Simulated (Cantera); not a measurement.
Charge: 1 mol SiCl₄, 0.58 mol Cl₂, 0.5 mol H₂, held at 1448 K and 100000 Pa.

Cantera equilibrium calculation (NASA polynomials, part measured and part estimated; ideal gas, pure solids and liquids). Candidate condensed phases: Si; 19 gas species. The tables' values for SiCl₃ are old estimates; treat these amounts as uncertain. Rates play no part.

Base state: HCl 0.479, SiCl₄ 0.479, Cl₂ 0.0346, Cl 0.00756, SiCl₃ 3.67e-5 (mole fractions); condensed: gas only.

Problem. What changes in the equilibrium state with this change: temperature from 1448 K to 950 K?

Solution. 
| species | before | after |
|---|---|---|
| SiCl₄ | 0.479 | 0.481 |
| HCl | 0.479 | 0.481 |
| Cl₂ | 0.0346 | 0.0384 |
| Cl | 0.00756 | 3.47e-5 |
| SiCl₃ | 3.67e-5 | <1e-9 |
